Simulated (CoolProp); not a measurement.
Vapour-liquid equilibrium of R1234ze(E) (1) + R227EA (2) at 1.22 MPa; x and y are mole fractions of (1).

Model: multi-fluid Helmholtz-energy mixture model, Thol 2016 and Lemmon 2016; pair parameters Bell 2023, in CoolProp.

| x | bubble temperature (°C) | y at the bubble point | dew temperature at overall composition x (°C) | liquid density (mol/L) |
|---|---|---|---|---|
| 0.05 | 61.2 | 0.055 | 61.2 | 7.184 |
| 0.15 | 60.6 | 0.162 | 60.7 | 7.354 |
| 0.25 | 60.1 | 0.266 | 60.1 | 7.530 |
| 0.35 | 59.6 | 0.367 | 59.7 | 7.713 |
| 0.45 | 59.2 | 0.466 | 59.2 | 7.904 |
| 0.55 | 58.8 | 0.563 | 58.8 | 8.103 |
| 0.65 | 58.5 | 0.660 | 58.5 | 8.311 |
| 0.75 | 58.3 | 0.756 | 58.3 | 8.529 |
| 0.85 | 58.2 | 0.852 | 58.2 | 8.758 |
| 0.95 | 58.1 | 0.950 | 58.1 | 9.000 |

No azeotrope shows between x = 0.05 and 0.95.

The pair parameters rest on a limited set of measurements; away from them the model extrapolates.
